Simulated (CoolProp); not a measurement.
A closed Brayton cycle with nitrogen: compressor inlet 308.15 K and 7 MPa, high pressure 17.5 MPa, turbine inlet 830 K, compressor efficiency 0.89, turbine efficiency 0.9, recuperator effectiveness 0.95 (on enthalpy, no pinch check). Each further row changes one setting.

Computed with CoolProp (reference Helmholtz-energy equation of state, Span 2000).

```csv
case,thermal efficiency (%),net work (kJ/kg),compressor to turbine work,compressor exit (K),turbine exit (K)
as stated,36.9,76.9,0.59,413.6,667.2
turbine inlet 780 K,33.7,(withheld),0.63,413.6,625.4
compressor inlet 318.15 K,35.3,(withheld),(withheld),427.0,667.2
high pressure 14.9 MPa,38.2,(withheld),(withheld),393.1,(withheld)
recuperator effectiveness 0.5,23.1,76.9,0.59,413.6,667.2
```

Fill in the missing entries.


- turbine inlet 780 K, net work (kJ/kg): 65.5
- compressor inlet 318.15 K, net work (kJ/kg): 73.0
- compressor inlet 318.15 K, compressor to turbine work: 0.61
- high pressure 14.9 MPa, net work (kJ/kg): 68.9
- high pressure 14.9 MPa, compressor to turbine work: 0.56
- high pressure 14.9 MPa, turbine exit (K): 693.3
